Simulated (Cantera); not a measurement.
Cantera run:

```python
import numpy as np
import cantera as ct

gas_names = """
    Br Br2 N N2 Si SiBr SiBr2 SiBr3 SiBr4 SiN Si2 Si2N Si3
""".split()
cond_names = """
    Br2(cr) Br2(L) Si(cr) Si(L) Si3N4(a)
""".split()


# ... load() reads the species with a 1 bar reference pressure and builds the phases ...
atoms = {
    'Si': {'Si': 1},
    'Br2': {'Br': 2},
    'N2': {'N': 2},
}
top_T = {'Si3N4(a)': 2400}  # K; cautious upper limits of use, not melting points


# ... equilibrate(T, P, feed) seeds the gas with the atoms and calls Mixture.equilibrate('TP', solver="vcs", rtol=1e-11, max_steps=5000) ...
results = []
feed = {'Si': 1, 'Br2': 4.5, 'N2': 0.12}  # mol
P = 3.8  # Pa
for T in [750, 775, 800, 825, 850, 875, 900, 925, 950, 975, 1000, 1025, 1050, 1075]:
    mix = equilibrate(T, P, feed)
    results.append((T, P, feed, dict(zip(mix.species_names, mix.species_moles))))
    x = sorted(zip(gas.X, gas.species_names), reverse=True)
    print(f"T = {T:g} K  P = {P:g} Pa  gas = {mix.phase_moles(0):.4g} mol")
    print("   x: " + "  ".join(f"{s} {v:.3e}" for v, s in x if v > 1e-05))
    print("   condensed (mol): " + ("  ".join(f"{mix.phase(i).name} {mix.phase_moles(i):.4g}"
          for i in range(1, mix.n_phases) if mix.phase_moles(i) > 1e-12) or "none"))
```

It prints:

```
T = 750 K  P = 3.8 Pa  gas = 3.648 mol
   x: Br2 6.777e-01  SiBr4 2.741e-01  N2 3.290e-02  Br 1.524e-02
   condensed (mol): none
T = 775 K  P = 3.8 Pa  gas = 3.666 mol
   x: Br2 6.694e-01  SiBr4 2.728e-01  N2 3.273e-02  Br 2.507e-02
   condensed (mol): none
T = 800 K  P = 3.8 Pa  gas = 3.694 mol
   x: Br2 6.569e-01  SiBr4 2.707e-01  Br 3.986e-02  N2 3.249e-02
   condensed (mol): none
T = 825 K  P = 3.8 Pa  gas = 3.734 mol
   x: Br2 6.388e-01  SiBr4 2.678e-01  Br 6.131e-02  N2 3.213e-02
   condensed (mol): none
T = 850 K  P = 3.8 Pa  gas = 3.793 mol
   x: Br2 6.134e-01  SiBr4 2.636e-01  Br 9.133e-02  N2 3.164e-02
   condensed (mol): none
T = 875 K  P = 3.8 Pa  gas = 3.875 mol
   x: Br2 5.793e-01  SiBr4 2.580e-01  Br 1.317e-01  N2 3.097e-02
   condensed (mol): none
T = 900 K  P = 3.8 Pa  gas = 3.987 mol
   x: Br2 5.352e-01  SiBr4 2.508e-01  Br 1.839e-01  N2 3.010e-02
   condensed (mol): none
T = 925 K  P = 3.8 Pa  gas = 4.133 mol
   x: Br2 4.808e-01  Br 2.482e-01  SiBr4 2.420e-01  N2 2.904e-02
   condensed (mol): none
T = 950 K  P = 3.8 Pa  gas = 4.318 mol
   x: Br2 4.174e-01  Br 3.232e-01  SiBr4 2.316e-01  N2 2.779e-02
   condensed (mol): none
T = 975 K  P = 3.8 Pa  gas = 4.541 mol
   x: Br 4.055e-01  Br2 3.478e-01  SiBr4 2.202e-01  N2 2.643e-02
   condensed (mol): none
T = 1000 K  P = 3.8 Pa  gas = 4.793 mol
   x: Br 4.894e-01  Br2 2.769e-01  SiBr4 2.086e-01  N2 2.504e-02
   condensed (mol): none
T = 1025 K  P = 3.8 Pa  gas = 5.057 mol
   x: Br 5.684e-01  Br2 2.101e-01  SiBr4 1.977e-01  N2 2.373e-02
   condensed (mol): none
T = 1050 K  P = 3.8 Pa  gas = 5.311 mol
   x: Br 6.367e-01  SiBr4 1.883e-01  Br2 1.524e-01  N2 2.260e-02  SiBr3 2.063e-05
   condensed (mol): none
T = 1075 K  P = 3.8 Pa  gas = 5.532 mol
   x: Br 6.911e-01  SiBr4 1.807e-01  Br2 1.064e-01  N2 2.169e-02  SiBr3 4.316e-05
   condensed (mol): none
```

Equilibrium computed with Cantera from the NASA thermochemical tables; the gas is ideal and each condensed phase is pure. The tables' values for SiBr3 are old estimates; treat these amounts as uncertain.
